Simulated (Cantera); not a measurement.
Input: 1 mol Al, a varied amount of Cl₂, equilibrated at 5.40 mbar.

Equilibrium computed with Cantera from the NASA thermochemical tables; the gas is ideal and each condensed phase is pure. Candidate condensed phases: Al, AlCl₃; 8 gas species. The tables' values for AlCl₂ are old estimates. Rates play no part.

Stable condensed phases, one row left out:

```
T in °C \ n(Cl₂) in mol
         0.33 0.69    1  1.4  1.8  2.1  2.5  2.8
   1102     A    B    B    B    B    B    B    B
   1077     A    B    B    B    B    B    B    B
   1052     A    B    B    B    B    B    B    B
   1027     A    B    B    B    B    B    B    B
   1002     A    B    B    B    B    B    B    B
    977     A    B    B    B    B    B    B    B
    952     A    B    B    B    B    B    B    B
    927     A    B    B    B    B    B    B    B
    902     A    B    B    B    B    B    B    B
    877     A    A    B    B    B    B    B    B
    852     A    A    B    B    B    B    B    B
    827     A    A    B    B    B    B    B    B
    777     A    A    A    B    B    B    B    B
```

A: Al; B: gas only.

Give the row for 802 °C.

0.33: Al; 0.69: Al; 1: Al; 1.4: gas only; 1.8: gas only; 2.1: gas only; 2.5: gas only; 2.8: gas only.
